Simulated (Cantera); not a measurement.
Feed: 1 mol V, 7.4 mol H2O, held at 2152 °C and 0.270 bar.

These are equilibrium values from Cantera (NASA tables, ideal gas, pure condensed phases), not measurements of a reactor. Candidate condensed phases: H2O, V, VO, V2O3, V2O4, V2O5; 12 gas species. Condensed phases not in the tables: the oxides between V2O3 and V2O5 other than VO2. Equilibrium is a limit: real reactors are often held back by kinetics, nucleation or transport.

What is the equilibrium state?


| Property | Result |
|---|---|
| x(H2O) | 0.703 |
| x(H2) | 0.215 |
| x(VO2) | 0.0546 |
| x(H) | 0.0160 |
| x(OH) | 0.00991 |
| x(O2) | 0.000665 |
| x(O) | 0.000491 |
| x(VO) | 0.000220 |
| n(V2O3(l)) | 0.282 mol |
| gas amount | 7.948 mol |
| log10 activity of V2O5(l) (absent) | -3.15 |
| log10 activity of V(l) (absent) | -4.06 |
